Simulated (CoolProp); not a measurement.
Vapour-liquid equilibrium of R1234yf (1) + R1234ze(E) (2) at -3.55 °C; x and y are mole fractions of (1).

The numbers come from the multi-fluid Helmholtz-energy mixture model, Lemmon 2022 and Thol 2016; pair parameters Bell 2022 in CoolProp.

Task: Give the bubble pressure and the first vapour's composition at x = 0.2, 0.875, 0.95. Is there an azeotrope?

Result: x = 0.2: 2.098 bar, y = 0.269; x = 0.875: 2.688 bar, y = 0.906; x = 0.95: 2.752 bar, y = 0.963. No azeotrope shows between x = 0.05 and 0.95.

The pair parameters rest on a limited set of measurements; away from them the model extrapolates.
